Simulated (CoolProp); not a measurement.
Saturation properties of carbonyl sulfide.

Model: reference Helmholtz-energy equation of state, Lemmon 2006, in CoolProp. It is a short technical equation, of lower accuracy than the large ones.

| T (K) | p (MPa) | liquid density (kg/m³) | vapour density (kg/m³) | enthalpy of vaporisation (kJ/kg) | surface tension (mN/m) |
|---|---|---|---|---|---|
| 187.9 | 0.01407 | 1247 | 0.5447 | 331.3 | 27.6 |
| 195.9 | 0.02369 | 1231 | 0.8826 | 326.3 | 26.0 |
| 203.9 | 0.03809 | 1214 | 1.369 | 321.3 | 24.4 |
| 212 | 0.05911 | 1197 | 2.054 | 316.1 | 22.8 |
| 220 | 0.08804 | 1181 | 2.968 | 310.9 | 21.3 |
| 228 | 0.1271 | 1163 | 4.166 | 305.5 | 19.8 |
| 236 | 0.1784 | 1146 | 5.704 | 299.9 | 18.4 |
| 244 | 0.2445 | 1128 | 7.642 | 294.1 | 16.9 |
| 252 | 0.3277 | 1110 | 10.04 | 288.0 | 15.5 |
| 260 | 0.4307 | 1091 | 12.98 | 281.6 | 14.2 |
| 268.1 | 0.5580 | 1071 | 16.58 | 274.7 | 12.8 |
| 276.1 | 0.7092 | 1051 | 20.85 | 267.6 | 11.5 |
| 284.1 | 0.8887 | 1030 | 25.93 | 259.9 | 10.3 |

It boils at 223.0 K under 1 atm.

Surface tension comes from a separate correlation (Mulero 2012).
